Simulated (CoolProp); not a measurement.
Ethane at several states: fugacity coefficient from the reference equation and from simpler models built on Tc = 305.3 K, pc = 4.872 MPa, ω = 0.099; each cubic takes its own stable root.

Model: reference Helmholtz-energy equation of state, Bücker 2006, in CoolProp.

```
T (K)  p (MPa)   phase  reference
-----  -------  ------  ---------
392.1   0.0874     gas     0.9973
155.3    0.957  liquid    0.01607
146.8   0.0156  liquid     0.4644
233.7    0.115     gas     0.9821
238.5    0.207     gas     0.9697
```

Problem. How far does each simpler model (van der Waals, Redlich-Kwong, Soave-Redlich-Kwong, Peng-Robinson) lie from the reference over these 5 states: mean and median of the absolute difference, and the worst?

Solution. 
- van der Waals: mean 201.7 %, median 0.8 %, worst +893.2 % at 155.3 K and 0.957 MPa
- Redlich-Kwong: mean 4.0 %, median 0.1 %, worst -13.5 % at 146.8 K and 0.0156 MPa
- Soave-Redlich-Kwong: mean 1.6 %, median 0.1 %, worst -4.5 % at 146.8 K and 0.0156 MPa
- Peng-Robinson: mean 1.4 %, median 0.1 %, worst +4.0 % at 146.8 K and 0.0156 MPa

At some of these states van der Waals gives the other phase, because its saturation line lies elsewhere.
